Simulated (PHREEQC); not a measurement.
Na2CO3 is added in steps, without added water, to 1 kg of water holding 4.1 mmol/kgw CuSO4, 0.36 mmol/kgw HCl and 0.048 mmol/kgw NaCl, at 50 °C. Oxygen alone is held at its pressure in air (log pO2 = -0.68). The system is closed to CO2. Nothing may precipitate in this run.

Base run: PHREEQC, ion-association model, wateq4f.dat. Each further column changes one thing. The table gives Cu(OH)2 (mol/kgw).

```json
[
 {"Na2CO3 added (mol)": "0", "base": "7.18e-10", "Debye-Hückel limiting law": "6.93e-10", "all activity coefficients set to 1": "8.53e-10", "metal-ligand complexes left out": "1.01e-9"},
 {"Na2CO3 added (mol)": "0.0009281", "base": "1.11e-5", "Debye-Hückel limiting law": "1.09e-5", "all activity coefficients set to 1": "1.43e-5", "metal-ligand complexes left out": "1.02e-5"},
 {"Na2CO3 added (mol)": "0.001856", "base": "3.59e-5", "Debye-Hückel limiting law": "3.52e-5", "all activity coefficients set to 1": "4.69e-5", "metal-ligand complexes left out": "3.57e-5"},
 {"Na2CO3 added (mol)": "0.003094", "base": "0.000119", "Debye-Hückel limiting law": "0.000116", "all activity coefficients set to 1": "0.000151", "metal-ligand complexes left out": "0.000130"},
 {"Na2CO3 added (mol)": "0.004022", "base": "0.000305", "Debye-Hückel limiting law": "0.000299", "all activity coefficients set to 1": "0.000361", "metal-ligand complexes left out": "0.000341"},
 {"Na2CO3 added (mol)": "0.00495", "base": "0.000772", "Debye-Hückel limiting law": "0.000763", "all activity coefficients set to 1": "0.000831", "metal-ligand complexes left out": "0.000840"},
 {"Na2CO3 added (mol)": "0.005878", "base": "0.00146", "Debye-Hückel limiting law": "0.00145", "all activity coefficients set to 1": "0.00152", "metal-ligand complexes left out": "0.00158"},
 {"Na2CO3 added (mol)": "0.006806", "base": "0.00218", "Debye-Hückel limiting law": "0.00216", "all activity coefficients set to 1": "0.00225", "metal-ligand complexes left out": "0.00238"},
 {"Na2CO3 added (mol)": "0.008044", "base": "0.00295", "Debye-Hückel limiting law": "0.00293", "all activity coefficients set to 1": "0.00304", "metal-ligand complexes left out": "0.00342"},
 {"Na2CO3 added (mol)": "0.008972", "base": "0.00328", "Debye-Hückel limiting law": "0.00326", "all activity coefficients set to 1": "0.00337", "metal-ligand complexes left out": "0.00395"},
 {"Na2CO3 added (mol)": "0.0099", "base": "0.00342", "Debye-Hückel limiting law": "0.00340", "all activity coefficients set to 1": "0.00351", "metal-ligand complexes left out": "0.00407"}
]
```

In at least one series the solution becomes supersaturated in solids that the run did not let form, among them Cu(OH)2, Malachite, Brochantite, Antlerite, Atacamite. Constants without temperature data keep their 25 °C values here. The database's constant for dissolved Cu(OH)2 is higher than later reviews accept.
